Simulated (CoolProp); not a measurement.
A simple Rankine cycle with water: condensing at 319.15 K, boiler at 0.125 MPa, turbine inlet 384 K, turbine efficiency 0.65, pump efficiency 0.8, no recuperator. Each further row changes one setting.

Computed with CoolProp (reference Helmholtz-energy equation of state, Wagner 2002).

```tsv
case	thermal efficiency (%)	net work (kJ/kg)	heat in (kJ/kg)	turbine exit temperature (K)	volume ratio over the turbine
as stated	9.8	245	2500	319.1	9.84
turbine inlet 404 K	9.8	250	2540	319.1	9.47
condensing temperature 311.15 K	11.0	280	2540	311.2	14.5
boiler pressure 0.0875 MPa	8.5	212	2510	319.1	6.97
turbine efficiency 0.55	8.3	207	2500	319.1	10.0
```

The expansion ends wet for: as stated; turbine inlet 404 K; condensing temperature 311.15 K; boiler pressure 0.0875 MPa; turbine efficiency 0.55.
